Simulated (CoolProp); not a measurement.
Saturation properties of ethanol.

Values from CoolProp's reference Helmholtz-energy equation of state, Schroeder 2014.

```csv
T (K),p (MPa),vapour density (kg/m³),enthalpy of vaporisation (kJ/kg),liquid cp (kJ/(kg K)),surface tension (mN/m)
260.2,0.0006118,0.01304,957.9,2.180,25.5
264.3,0.0008393,0.01761,954.2,2.203,25.1
268.3,0.001131,0.02338,950.5,2.227,24.8
272.4,0.001519,0.03095,946.7,2.252,24.4
276.5,0.002021,0.04058,942.7,2.279,24.0
280.5,0.002646,0.05240,938.9,2.305,23.6
284.6,0.003457,0.06752,934.8,2.334,23.2
288.6,0.004451,0.08576,930.7,2.362,22.8
```

It boils at 351.6 K under 1 atm.

Surface tension comes from a separate correlation (Mulero 2012).
